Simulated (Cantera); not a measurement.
# Ti(NMe2)4 + H2O + N2 (titanium nitride, carbide and oxide coatings)

A closed system holds: 1 mol Ti(NMe2)4, 24 mol H2O, 1.2 mol N2, at 1.80 mbar.

Equilibrium computed with Cantera from the NASA thermochemical tables; the gas is ideal and each condensed phase is pure. Candidate condensed phases: C, C6H6, C7H8, C8H18, H2O, Ti, TiC, TiN, TiO, TiO2, Ti2O3, Ti3O5, Ti4O7; 139 gas species. The feed counts by its element totals alone. Rates play no part.

From 1098 K to 1998 K the condensed part is TiO2(rutile).

| T (K) | x H2 | x H2O | x CO | x N2 | x CO2 | x H | n TiO2(rutile) |
|---|---|---|---|---|---|---|---|
| 1098 | 0.520 | 0.243 | 0.116 | 0.0678 | 0.0537 | 4.20e-7 | 1.00 |
| 1198 | 0.511 | 0.252 | 0.125 | 0.0678 | 0.0449 | 3.20e-6 | 1.00 |
| 1298 | 0.504 | 0.258 | 0.131 | 0.0678 | 0.0383 | 1.79e-5 | 1.00 |
| 1398 | 0.499 | 0.263 | 0.136 | 0.0678 | 0.0332 | 7.88e-5 | 1.00 |
| 1498 | 0.495 | 0.267 | 0.140 | 0.0678 | 0.0293 | 0.000285 | 1.00 |
| 1598 | 0.492 | 0.270 | 0.143 | 0.0678 | 0.0263 | 0.000880 | 1.000 |
| 1698 | 0.488 | 0.272 | 0.145 | 0.0677 | 0.0238 | 0.00238 | 1.000 |
| 1798 | 0.484 | 0.274 | 0.147 | 0.0676 | 0.0218 | 0.00577 | 1.000 |
| 1898 | 0.477 | 0.274 | 0.148 | 0.0673 | 0.0202 | 0.0127 | 0.999 |
| 1998 | 0.466 | 0.272 | 0.148 | 0.0668 | 0.0189 | 0.0258 | 0.994 |
x: gas mole fraction; n: condensed amount in mol.
